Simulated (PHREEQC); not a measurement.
0.037 g of hydrous ferric oxide (600 m²/g; 0.2 weak and 0.005 strong sites per Fe, Dzombak-Morel constants, diffuse double layer) in 1 kg of water with 0.05 mol/kgw of an inert sodium salt and 0.13 mmol/kgw MgCl2, at 25 °C; the pH is set by adding NaOH or the inert anion's acid. Oxygen is held at 0.21 atm. CO2 from the air is kept out. Precipitation was switched off in this run.

The series has 13 steps of pH, from 4 to 10.

All values are PHREEQC results (ion-association model, wateq4f.dat), not measurements.

Problem. At which pH does the surface charge pass through zero?

Solution. Near pH 9.1.

Species that the database lacks are ignored.
